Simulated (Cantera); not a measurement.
A Cantera script and what it prints.

```python
import numpy as np
import cantera as ct

gas_names = """
    CL CL2 N N2 Si SiCL SiCL2 SiCL3 SiCL4 SiN Si2 Si2N Si3
""".split()
cond_names = """
    Si(cr) Si(L) Si3N4(a)
""".split()


def load(file, names, dense=False):
    # The tables refer to 1 bar. Condensed volumes are neglected.
    table = {s.name: s for s in ct.Species.list_from_file(file)}
    out = []
    for n in names:
        d = dict(table[n].input_data)
        d["thermo"] = dict(d["thermo"], **{"reference-pressure": 1e5})
        if dense:
            d["equation-of-state"] = {"model": "constant-volume", "density": "1e6 g/cm^3"}
        out.append(ct.Species.from_dict(d))
    return out


gas = ct.Solution(thermo="ideal-gas", species=load("nasa_gas.yaml", gas_names))
cond = {s.name: ct.Solution(thermo="fixed-stoichiometry", species=[s], name=s.name)
        for s in load("nasa_condensed.yaml", cond_names, dense=True)}
atoms = {
    'Si2Cl6': {'Si': 2, 'CL': 6},
    'N2': {'N': 2},
}
top_T = {'Si3N4(a)': 2400}  # K; cautious upper limits of use, not melting points


def equilibrate(T, P, feed):
    n = {}
    for name, mol in feed.items():
        for a, k in atoms[name].items():
            n[a] = n.get(a, 0.0) + k * mol
    gas.TPX = T, P, n
    mass = sum(n.values()) * gas.mean_molecular_weight
    gas.equilibrate("TP")
    valid = [c for c in cond.values() if c.min_temp <= T <= top_T.get(c.name, c.max_temp)]
    mix = ct.Mixture([(gas, mass / gas.mean_molecular_weight)] + [(c, 0.0) for c in valid])
    mix.T, mix.P = T, P
    mix.equilibrate("TP", solver="vcs", rtol=1e-11, max_steps=5000)
    return mix


results = []
T = 1400  # K
P = 460  # Pa
for m in [18, 23, 30, 39, 50, 64, 83, 110, 140, 180, 230, 300]:
    feed = {'Si2Cl6': 1, 'N2': m}  # mol
    mix = equilibrate(T, P, feed)
    results.append((T, P, feed, dict(zip(mix.species_names, mix.species_moles))))

top = {s: max(r[3][s] / sum(r[3][g] for g in gas_names) for r in results) for s in gas_names}
cols = sorted((s for s in top if top[s] > 1e-06), key=lambda s: -top[s])[:5]
seen = [c for c in cond_names if any(r[3].get(c, 0) > 1e-12 for r in results)]
print("log10 of partial pressures in bar; condensed amounts in mol")
print(f"{'n(N2)':>10s}" + "".join(f"{s[:9]:>10s}" for s in cols + seen))
for T, P, feed, n in results:
    ng = sum(n[g] for g in gas_names)
    print(f"{feed['N2']:10.4g}" + "".join(f"{np.log10(max(n[s] / ng * P / 1e5, 1e-99)):10.3f}" for s in cols)
          + "".join(f"{n.get(c, 0):10.4g}" for c in seen))
```

It prints:

```
log10 of partial pressures in bar; condensed amounts in mol
     n(N2)        N2     SiCL2     SiCL4     SiCL3        CL
        18    -2.383    -3.732    -3.733    -4.047    -6.408
        23    -2.373    -3.829    -3.830    -4.144    -6.409
        30    -2.365    -3.936    -3.938    -4.251    -6.409
        39    -2.359    -4.043    -4.045    -4.358    -6.409
        50    -2.354    -4.146    -4.149    -4.462    -6.409
        64    -2.351    -4.250    -4.253    -4.565    -6.409
        83    -2.348    -4.359    -4.363    -4.675    -6.410
       110    -2.345    -4.478    -4.483    -4.795    -6.411
       140    -2.343    -4.581    -4.587    -4.898    -6.411
       180    -2.342    -4.688    -4.696    -5.006    -6.412
       230    -2.341    -4.792    -4.802    -5.111    -6.413
       300    -2.340    -4.905    -4.919    -5.226    -6.415
```

Equilibrium computed with Cantera from the NASA thermochemical tables; the gas is ideal and each condensed phase is pure. The feed counts by its element totals alone. The tables' values for SiCl3 are old estimates; treat these amounts as uncertain.
